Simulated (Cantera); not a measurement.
## Sublimation and decomposition of ceramics: ZrN + N2

Charge: 1 mol ZrN, 0.03 mol N2, held at 1773 K and 1.20e-5 bar.

Cantera equilibrium calculation (NASA polynomials, part measured and part estimated; ideal gas, pure solids and liquids). Candidate condensed phases: Zr, ZrN; 4 gas species. ZrN: taken at fixed stoichiometry. Rates play no part.

* **x(N2)**: 1.00
* **n(ZrN(s))**: 1.00 mol
* **gas amount**: 0.03000 mol
* **log10 activity of Zr(β) (absent)**: -3.49
